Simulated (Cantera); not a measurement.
**Gas-phase reforming**

A perfectly stirred reactor is fed with 32.1 % CH4, 67.9 % CO2, at 13300 Pa; it is held at 2050 K, and followed from long to short residence time.

Detailed kinetics in Cantera: GRI-Mech 3.0 (53 species, 325 reactions).

| τ (s) | x CH4 | x CO2 | x H2O | x CH2CO | x O | x H2 |
|---|---|---|---|---|---|---|
| 5.1 | 0.000166 | 0.0699 | 0.148 | 1.53e-7 | 9.56e-7 | 0.241 |
| 2.3 | 0.000406 | 0.0703 | 0.149 | 4.36e-7 | 8.44e-7 | 0.240 |
| 1.1 | 0.000850 | 0.0711 | 0.149 | 1.18e-6 | 7.88e-7 | 0.239 |
| 0.49 | 0.00176 | 0.0732 | 0.151 | 3.57e-6 | 7.38e-7 | 0.236 |
| 0.22 | 0.00333 | 0.0785 | 0.155 | 1.03e-5 | 6.70e-7 | 0.229 |
| 0.10 | 0.00576 | 0.0907 | 0.165 | 2.67e-5 | 5.66e-7 | 0.215 |
| 0.047 | 0.00925 | 0.114 | 0.179 | 5.79e-5 | 4.42e-7 | 0.193 |
| 0.022 | 0.0148 | 0.153 | 0.193 | 0.000106 | 3.22e-7 | 0.167 |
| 0.0099 | 0.0251 | 0.217 | 0.195 | 0.000155 | 2.21e-7 | 0.147 |
| 0.0045 | 0.0441 | 0.303 | 0.170 | 0.000162 | 1.52e-7 | 0.145 |
x: mole fraction; the columns are a selection and need not sum to one.
